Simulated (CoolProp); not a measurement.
n-heptane along the isotherm 592 K: density (kg/m³) from the reference equation and from simpler models built on Tc = 541.2 K, pc = 2.774 MPa, ω = 0.349; each cubic takes its own stable root.

Values from CoolProp's reference Helmholtz-energy equation of state, Span 2003. It is a short technical equation, of lower accuracy than the large ones.

```tsv
p (MPa)	phase	reference
1.26	gas	29.28
2.52	gas	70.56
3.78	supercritical	140.4
5.04	supercritical	254.7
6.3	supercritical	321.8
7.56	supercritical	356.4
8.83	supercritical	379.4
10.1	supercritical	396.5
11.3	supercritical	409.4
12.6	supercritical	421.1
13.9	supercritical	431.1
```

Task: How far does each simpler model (ideal gas, van der Waals, Redlich-Kwong, Peng-Robinson) lie from the reference over these 11 states: mean and median of the absolute difference, and the worst?

Result: 
- ideal gas: mean 43.6 %, median 45.2 %, worst -60.1 % at 592 K and 6.3 MPa
- van der Waals: mean 16.9 %, median 21.9 %, worst -25.0 % at 592 K and 13.9 MPa
- Redlich-Kwong: mean 6.8 %, median 8.4 %, worst -10.0 % at 592 K and 7.56 MPa
- Peng-Robinson: mean 4.6 %, median 3.5 %, worst -10.6 % at 592 K and 5.04 MPa
